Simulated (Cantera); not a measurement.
Feed: 1 mol C2H6, 0.028 mol NH3, held at 1.00 Torr.

These are equilibrium values from Cantera (NASA tables, ideal gas, pure condensed phases), not measurements of a reactor. Candidate condensed phases: C, C6H6, C7H8, C8H18; 92 gas species. The numbers say what is thermodynamically allowed, not how fast it happens.

Over these rows the condensed part is C(graphite). Partial pressures as log10 of bar:

| T (K) | 1000/T (1/K) | log p C2H2 (acetylene) | log p H2 |
|---|---|---|---|
| 1373 | 0.7283 | -8.64 | -2.88 |
| 1448 | 0.6906 | -8.20 | -2.88 |
| 1523 | 0.6566 | -7.80 | -2.88 |
| 1598 | 0.6258 | -7.45 | -2.88 |
| 1673 | 0.5977 | -7.12 | -2.88 |
| 1748 | 0.5721 | ? | -2.88 |

Q: Fit log p(C2H2 (acetylene)) = a + b·(1000/T) to the five rows, give the apparent enthalpy, and predict the row at 1748 K.

A: Means: 1000/T = 0.6598, log p = -7.842. Sxy = -0.123988, Sxx = 0.0106635, so b = -11.63 and a = -7.842 − (-11.63)×0.6598 = -0.17.
Apparent enthalpy: −19.145 × (-11.63) = 223 kJ/mol. With the condensed phases at unit activity, 2 C(graphite) + H2(g) = C2H2 (acetylene)(g) links this pressure to the main gases: over the six rows their terms move log p by +0.00 in all, so the slope is close to that reaction's ΔH°. The five rows lie within 0.01 of the line.
Prediction at 1748 K: -0.17 + (-11.63)×0.5721 = -6.82. The computed value is -6.83, 0.01 from the line.
